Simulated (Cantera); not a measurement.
Mixture: C₃H₈ : O₂ : N₂ = 1 : 11.1 : 41.8 (molar parts), at 0.316 atm, adiabatic and at constant volume. Ignition delay is the time to a rise of 400 K.

Detailed kinetics in Cantera: GRI-Mech 3.0 (53 species, 325 reactions). GRI-Mech 3.0 was tuned for natural gas; its chemistry of propane as a main component is partial and can be far from experiment.

**Question.** Predict: delay at 1073 K; delay at 1148 K; delay at 1223 K; delay at 1298 K; delay at 1373 K; delay at 1448 K; delay at 1523 K; apparent activation energy between 1373 and 1523 K.

**Answer.** 
```
Quantity                                                 Value
--------------------------------------------------  ----------
delay at 1073 K                                        0.166 s
delay at 1148 K                                        27.1 ms
delay at 1223 K                                        5.53 ms
delay at 1298 K                                        1.48 ms
delay at 1373 K                                       0.515 ms
delay at 1448 K                                       0.228 ms
delay at 1523 K                                       0.122 ms
apparent activation energy between 1373 and 1523 K  170 kJ/mol
```
